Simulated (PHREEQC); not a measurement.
Dissolve 5.2 mmol/kgw CuCl2, 0.28 mmol/kgw HNO3 and 0.26 mmol/kgw FeCl3 at 20 °C. Closed to the air; pH follows from the charge balance.

Equilibrium calculation in PHREEQC: ion-association model, wateq4f.dat.

| quantity | before | after |
|---|---|---|
| pH | 3.29 | 5.10 |
| FeOH+2 (mol/kgw) | 0.000162 | 7.57e-8 |
| Fe(OH)2+ (mol/kgw) | 5.98e-5 | 2.49e-6 |
| Fe+3 (mol/kgw) | 2.80e-5 | 1.35e-10 |
| Fe(OH)3 (mol/kgw) | 1.07e-8 | 3.19e-8 |
| SI of Goethite (FeOOH) | +5.72 | +6.19 |
| SI of Hematite (Fe2O3) | +13.42 | +14.37 |

**Question.** What was changed between the two runs?
A. CuCl2 replaced by RbCl at the same molality
B. CuCl2 from 0.0052 to 0.00572 mol/kgw
C. diluted 100-fold with water
D. temperature from 20 to 40 °C

**Answer.** C, diluted 100-fold with water

This is a speciation only: nothing precipitates in the calculation. Some of these states are supersaturated (in Hematite (slow to form), Goethite (slow to form), Fe(OH)3(a), for instance).
